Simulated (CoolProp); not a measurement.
The fluid at 432.08 K and 0.294 MPa is compressed adiabatically to 2.18 MPa with isentropic efficiency 0.8. The same conditions are run with several fluids, on thermodynamics alone (safety and materials aside).

The numbers come from the reference Helmholtz-energy equation of state of each fluid (isobutane: Bücker 2006; trans-2-butene: Lemmon 2005; R365MFC: Lemmon 2016) in CoolProp.

```json
[
 {"fluid": "isobutane", "work (kJ/kg)": "156", "final temperature (K)": "505.1", "final density (kg/m³)": "33.6"},
 {"fluid": "trans-2-butene", "work (kJ/kg)": "163", "final temperature (K)": "516.7", "final density (kg/m³)": "31.8"},
 {"fluid": "R365MFC", "work (kJ/kg)": "56.9", "final temperature (K)": "491.1", "final density (kg/m³)": "101"}
]
```
